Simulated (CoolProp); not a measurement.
Saturation properties of CH3F (R41).

Computed with CoolProp (reference Helmholtz-energy equation of state, Lemmon 2006). It is a short technical equation, of lower accuracy than the large ones.

```
T (°C)   p (kPa)  liquid density (kg/m³)  vapour Z
-------  -------  ----------------------  --------
-101.35    23.54                   927.4    0.9825
-90.55     49.20                   906.1    0.9726
-79.65     94.30                   883.9    0.9591
-68.85     166.5                   861.0    0.9420
-57.95     277.3                   836.9    0.9206
-47.15     436.2                   811.7    0.8948
-36.25     658.9                   784.9    0.8639
-25.45     955.2                   756.4    0.8279
-14.55      1346                   725.3    0.7855
```

It boils at -78.4 °C under 1 atm.
